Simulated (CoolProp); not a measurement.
Saturation properties of propylene (Tc = 364.2 K, pc = 4.555 MPa, ω = 0.146).

The numbers come from the reference Helmholtz-energy equation of state, Lemmon 2013 in CoolProp.

```tsv
T (K)	p (MPa)	liquid density (kg/m³)	vapour Z
290.8	…	518.7	0.8280
293.9	…	…	…
297	1.122	508.3	…
300.1	1.212	502.9	0.7970
303.2	1.307	497.4	0.7858
306.3	1.407	…	…
309.4	1.513	485.9	…
312.4	1.621	480.1	0.7501
315.5	1.738	473.9	0.7371
318.6	1.861	467.5	0.7236
321.7	1.991	460.9	0.7094
324.8	2.127	454.0	0.6947
327.9	2.270	446.8	0.6792
```

Problem. Complete the blanks.

Solution. 
- 290.8, p (MPa): 0.9568
- 293.9, p (MPa): 1.037
- 293.9, liquid density (kg/m³): 513.5
- 293.9, vapour Z: 0.8180
- 297, vapour Z: 0.8077
- 306.3, liquid density (kg/m³): 491.7
- 306.3, vapour Z: 0.7742
- 309.4, vapour Z: 0.7622

It boils at 225.5 K under 1 atm.
